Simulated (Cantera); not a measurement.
Cantera run:

```python
import numpy as np
import cantera as ct

gas_names = """
    CL CL2 H HCL H2 N NH NH2 NH3 N2 N2H2 N2H4 Si SiCL SiCL2 SiCL3 SiCL4 SiH SiHCL3 SiH2 SiH2CL2 SiH3
    SiH3CL SiH4 SiN Si2 Si2N Si3
""".split()
cond_names = """
    NH4CL(a) NH4CL(b) Si(cr) Si(L) Si3N4(a)
""".split()


# ... load() reads the species with a 1 bar reference pressure and builds the phases ...
atoms = {
    'SiCl4': {'Si': 1, 'CL': 4},
    'N2': {'N': 2},
    'H2': {'H': 2},
}
top_T = {'Si3N4(a)': 2400}  # K; cautious upper limits of use, not melting points


# ... equilibrate(T, P, feed) seeds the gas with the atoms and calls Mixture.equilibrate('TP', solver="vcs", rtol=1e-11, max_steps=5000) ...
results = []
feed = {'SiCl4': 1, 'N2': 0.35, 'H2': 39}  # mol
P = 72000  # Pa
for T in [998, 1023, 1048, 1073, 1098, 1123, 1148, 1173, 1198, 1223, 1248, 1273, 1298, 1323]:
    mix = equilibrate(T, P, feed)
    results.append((T, P, feed, dict(zip(mix.species_names, mix.species_moles))))
    x = sorted(zip(gas.X, gas.species_names), reverse=True)
    print(f"T = {T:g} K  P = {P:g} Pa  gas = {mix.phase_moles(0):.4g} mol")
    print("   x: " + "  ".join(f"{s} {v:.3e}" for v, s in x if v > 0.001))
    print("   condensed (mol): " + ("  ".join(f"{mix.phase(i).name} {mix.phase_moles(i):.4g}"
          for i in range(1, mix.n_phases) if mix.phase_moles(i) > 1e-12) or "none"))
```

Result:

```
T = 998 K  P = 72000 Pa  gas = 40.53 mol
   x: H2 9.351e-01  HCL 5.313e-02  SiCL4 1.041e-02  SiHCL3 1.271e-03
   condensed (mol): Si3N4(a) 0.1749
T = 1023 K  P = 72000 Pa  gas = 40.53 mol
   x: H2 9.349e-01  HCL 5.340e-02  SiCL4 1.015e-02  SiHCL3 1.504e-03
   condensed (mol): Si3N4(a) 0.1749
T = 1048 K  P = 72000 Pa  gas = 40.53 mol
   x: H2 9.346e-01  HCL 5.371e-02  SiCL4 9.860e-03  SiHCL3 1.755e-03
   condensed (mol): Si3N4(a) 0.1749
T = 1073 K  P = 72000 Pa  gas = 40.53 mol
   x: H2 9.342e-01  HCL 5.405e-02  SiCL4 9.536e-03  SiHCL3 2.019e-03
   condensed (mol): Si3N4(a) 0.1749
T = 1098 K  P = 72000 Pa  gas = 40.53 mol
   x: H2 9.338e-01  HCL 5.445e-02  SiCL4 9.177e-03  SiHCL3 2.290e-03
   condensed (mol): Si3N4(a) 0.1749
T = 1123 K  P = 72000 Pa  gas = 40.53 mol
   x: H2 9.334e-01  HCL 5.490e-02  SiCL4 8.780e-03  SiHCL3 2.560e-03
   condensed (mol): Si3N4(a) 0.1749
T = 1148 K  P = 72000 Pa  gas = 40.54 mol
   x: H2 9.329e-01  HCL 5.542e-02  SiCL4 8.343e-03  SiHCL3 2.817e-03
   condensed (mol): Si3N4(a) 0.1749
T = 1173 K  P = 72000 Pa  gas = 40.54 mol
   x: H2 9.323e-01  HCL 5.602e-02  SiCL4 7.860e-03  SiHCL3 3.048e-03
   condensed (mol): Si3N4(a) 0.1749
T = 1198 K  P = 72000 Pa  gas = 40.55 mol
   x: H2 9.315e-01  HCL 5.674e-02  SiCL4 7.327e-03  SiHCL3 3.236e-03
   condensed (mol): Si3N4(a) 0.1749
T = 1223 K  P = 72000 Pa  gas = 40.57 mol
   x: H2 9.307e-01  HCL 5.760e-02  SiCL4 6.741e-03  SiHCL3 3.362e-03
   condensed (mol): Si3N4(a) 0.1749
T = 1248 K  P = 72000 Pa  gas = 40.58 mol
   x: H2 9.297e-01  HCL 5.860e-02  SiCL4 6.104e-03  SiHCL3 3.410e-03  SiCL2 1.009e-03
   condensed (mol): Si3N4(a) 0.1749
T = 1273 K  P = 72000 Pa  gas = 40.61 mol
   x: H2 9.285e-01  HCL 5.977e-02  SiCL4 5.423e-03  SiHCL3 3.367e-03  SiCL2 1.504e-03  SiCL3 1.115e-03
   condensed (mol): Si3N4(a) 0.1749
T = 1298 K  P = 72000 Pa  gas = 40.64 mol
   x: H2 9.272e-01  HCL 6.108e-02  SiCL4 4.715e-03  SiHCL3 3.230e-03  SiCL2 2.136e-03  SiCL3 1.298e-03
   condensed (mol): Si3N4(a) 0.1748
T = 1323 K  P = 72000 Pa  gas = 40.67 mol
   x: H2 9.258e-01  HCL 6.250e-02  SiCL4 4.003e-03  SiHCL3 3.008e-03  SiCL2 2.894e-03  SiCL3 1.455e-03
   condensed (mol): Si3N4(a) 0.1748
```

Method: chemical equilibrium by Gibbs-energy minimisation in Cantera with the NASA 1993 tables (ideal gas, pure condensed phases). N2 is the only nitrogen source here; it is nearly inert below about 1500 K, so the nitride shown seldom forms there in practice. The tables' values for SiCl3 are old estimates; treat these amounts as uncertain.
